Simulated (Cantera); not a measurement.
Feed: 1 mol TiO₂, a varied amount of Cl₂, 0.66 mol H₂, held at 1148.15 K and 101000 Pa.

Method: chemical equilibrium by Gibbs-energy minimisation in Cantera with the NASA 1993 tables (ideal gas, pure condensed phases). Candidate condensed phases: H₂O, Ti, TiCl₂, TiCl₃, TiCl₄, TiO, TiO₂, Ti₂O₃, Ti₃O₅, Ti₄O₇; 23 gas species. Condensed phases not in the tables: TiOCl. Equilibrium is a limit: real reactors are often held back by kinetics, nucleation or transport.

x: gas mole fraction; n: condensed amount in mol.

| n(Cl₂) (mol) | x HCl | x H₂ | x Cl₂ | x H₂O | x TiCl₄ | x Cl | n TiO₂(rutile) |
|---|---|---|---|---|---|---|---|
| 0.088 | 0.233 | 0.765 | 3.96e-11 | 0.000995 | 0.000472 | 1.68e-8 | 1.000 |
| 0.11 | 0.283 | 0.715 | 6.25e-11 | 0.00128 | 0.000615 | 2.11e-8 | 1.000 |
| 0.13 | 0.326 | 0.671 | 8.82e-11 | 0.00155 | 0.000746 | 2.51e-8 | 0.999 |
| 0.16 | 0.387 | 0.610 | 1.36e-10 | 0.00193 | 0.000940 | 3.11e-8 | 0.999 |
| 0.19 | 0.443 | 0.554 | 1.97e-10 | 0.00231 | 0.00113 | 3.75e-8 | 0.999 |
| 0.24 | 0.528 | 0.467 | 3.32e-10 | 0.00292 | 0.00143 | 4.86e-8 | 0.999 |
| 0.29 | 0.605 | 0.390 | 5.21e-10 | 0.00349 | 0.00172 | 6.09e-8 | 0.998 |
| 0.35 | 0.686 | 0.308 | 8.52e-10 | 0.00413 | 0.00204 | 7.78e-8 | 0.998 |
| 0.43 | ? | ? | ? | ? | ? | ? | 0.997 |
| 0.52 | 0.873 | 0.119 | 3.56e-9 | 0.00568 | 0.00282 | 1.59e-7 | 0.997 |
| 0.63 | 0.967 | 0.0233 | 2.23e-8 | 0.00651 | 0.00325 | 3.98e-7 | 0.996 |
| 0.77 | 0.913 | ? | ? | ? | 0.00302 | ? | 0.996 |
| 0.94 | 0.816 | 2.12e-9 | 0.175 | 0.00512 | 0.00266 | 0.00111 | 0.996 |

### Question
What belongs in the gaps?

### Answer

- 0.43, x HCl: 0.781
- 0.43, x H₂: 0.212
- 0.43, x Cl₂: 1.60e-9
- 0.43, x H₂O: 0.00490
- 0.43, x TiCl₄: 0.00243
- 0.43, x Cl: 1.07e-7
- 0.77, x H₂: 6.05e-9
- 0.77, x Cl₂: 0.0767
- 0.77, x H₂O: 0.00601
- 0.77, x Cl: 0.000739
